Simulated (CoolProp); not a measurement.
n-perfluoropentane along the isobar 3.66 MPa: density (kg/m³) from the reference equation and from simpler models built on Tc = 421.0 K, pc = 2.063 MPa, ω = 0.436; each cubic takes its own stable root.

Model: reference Helmholtz-energy equation of state, Gao 2022, in CoolProp.

```csv
T (K),phase,reference
320.6,liquid,1552
343,liquid,1474
365.5,liquid,1386
387.9,liquid,1285
410.3,liquid,1158
432.7,supercritical,981.2
455.2,supercritical,688.9
477.6,supercritical,468.6
500,supercritical,377.2
```

**Question.** How far does each simpler model (van der Waals, Soave-Redlich-Kwong, Peng-Robinson) lie from the reference over these 9 states: mean and median of the absolute difference, and the worst?

**Answer.** 
- van der Waals: mean 27.2 %, median 31.2 %, worst -36.8 % at 320.6 K and 3.66 MPa
- Soave-Redlich-Kwong: mean 9.1 %, median 7.8 %, worst -15.1 % at 432.7 K and 3.66 MPa
- Peng-Robinson: mean 3.7 %, median 4.0 %, worst -7.1 % at 455.2 K and 3.66 MPa
